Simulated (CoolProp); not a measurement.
Sulfur dioxide at several states: Z from the reference equation and from simpler models built on Tc = 430.6 K, pc = 7887 kPa, ω = 0.256; each cubic takes its own stable root.

The numbers come from the reference Helmholtz-energy equation of state, Gao 2016 in CoolProp.

```json
[
 {"T (K)": "267.7", "p (kPa)": "432", "phase": "liquid", "reference": "0.008574"},
 {"T (K)": "509.4", "p (kPa)": "34.8", "phase": "gas", "reference": "0.9992"},
 {"T (K)": "495.5", "p (kPa)": "27.4", "phase": "gas", "reference": "0.9993"},
 {"T (K)": "203.2", "p (kPa)": "113", "phase": "liquid", "reference": "0.002654"},
 {"T (K)": "253.7", "p (kPa)": "20100", "phase": "liquid", "reference": "0.4035"}
]
```

### Question
How far does each simpler model (Redlich-Kwong, Soave-Redlich-Kwong, Peng-Robinson) lie from the reference over these 5 states: mean and median of the absolute difference, and the worst?

### Answer
- Redlich-Kwong: mean 9.0 %, median 14.2 %, worst +15.6 % at 203.2 K and 113 kPa
- Soave-Redlich-Kwong: mean 7.3 %, median 11.6 %, worst +13.5 % at 203.2 K and 113 kPa
- Peng-Robinson: mean 0.6 %, median 0.7 %, worst -1.2 % at 267.7 K and 432 kPa
